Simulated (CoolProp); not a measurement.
Vapour-liquid equilibrium of isohexane (1) + benzene (2) at 310.7 K; x and y are mole fractions of (1).

The numbers come from the multi-fluid Helmholtz-energy mixture model, Lemmon 2006 and Thol 2012; pair parameters Bell 2016 in CoolProp.

```
x     bubble pressure (MPa)  y at the bubble point  dew pressure at overall composition x (MPa)  liquid density (mol/L)
----  ---------------------  ---------------------  -------------------------------------------  ----------------------
0.05                0.02535                  0.171                                      0.02292                   10.76
0.15                0.03023                  0.365                                      0.02490                   10.28
0.25                0.03364                  0.478                                      0.02719                   9.844
0.35                0.03621                  0.560                                      0.02982                   9.437
0.45                0.03830                  0.628                                      0.03277                   9.059
0.55                0.04010                  0.691                                      0.03591                   8.708
0.65                0.04171                  0.754                                      0.03896                   8.381
0.75                0.04317                  0.819                                      0.04162                   8.075
0.85                0.04451                  0.889                                      0.04379                   7.788
0.95                0.04572                  0.962                                      0.04554                   7.519
```

No azeotrope shows between x = 0.05 and 0.95.

The pair parameters rest on a limited set of measurements; away from them the model extrapolates.
